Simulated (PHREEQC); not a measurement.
0.082 g of hydrous ferric oxide (600 m²/g; 0.2 weak and 0.005 strong sites per Fe, Dzombak-Morel constants, diffuse double layer) in 1 kg of water with 0.05 mol/kgw of an inert sodium salt and 0.00012 mol/kgw NiCl2 and 0.00024 mol/kgw Na2HAsO4, at 25 °C; the pH is set by adding NaOH or the inert anion's acid. Oxygen alone is held at its pressure in air (log pO2 = -0.68). CO2 from the air is kept out. Precipitation was switched off in this run.

Base run: PHREEQC, ion-association model, wateq4f.dat. Each further column changes one thing. The table gives As sorbed (%).

| pH | base | no electrostatic term (-no_edl) | background salt from 0.05 to 0.005 mol/kgw | oxide from 0.082 to 0.41 g/kgw | 1.9e-05 mol/kgw PbCl2 added |
|---|---|---|---|---|---|
| 3 | 74.1 | ___ | 75.4 | 100.0 | 74.1 |
| 3.5 | 74.0 | 69.1 | 75.1 | 100.0 | 74.0 |
| 4.5 | 72.3 | 69.5 | 72.9 | 100.0 | 72.3 |
| 5 | 70.2 | 69.9 | ___ | 100.0 | 70.2 |
| 5.5 | 67.2 | 70.8 | 67.3 | 100.0 | 67.0 |
| 6.5 | 57.6 | 73.6 | 57.0 | 100.0 | 56.1 |
| 7 | 49.9 | ___ | 48.7 | 99.9 | 48.8 |
| 7.5 | 41.4 | 72.4 | 40.5 | ___ | 40.4 |
| 8.5 | 23.9 | 72.4 | 23.8 | 86.5 | 22.7 |
| 9 | 21.4 | 72.8 | 20.3 | 70.0 | 21.3 |
| 9.5 | 20.7 | 73.9 | 18.7 | 56.8 | 21.3 |
| 10.5 | 20.5 | 76.6 | 17.4 | 38.3 | 21.7 |
| 11 | 19.5 | 76.7 | ___ | ___ | ___ |

### Question
What belongs in the gaps?

### Answer

- 3, no electrostatic term (-no_edl): 68.5
- 5, background salt from 0.05 to 0.005 mol/kgw: 70.6
- 7, no electrostatic term (-no_edl): 73.7
- 7.5, oxide from 0.082 to 0.41 g/kgw: 99.5
- 11, background salt from 0.05 to 0.005 mol/kgw: 16.5
- 11, oxide from 0.082 to 0.41 g/kgw: 26.3
- 11, 1.9e-05 mol/kgw PbCl2 added: 21.0

In at least one series the solution becomes supersaturated in solids that the run did not let form, among them Ni(OH)2. The database has no arsenate complexes of Ni. The oxide is taken as insoluble; below pH 4 it would dissolve. The database has no arsenate complexes of Pb, Ni.
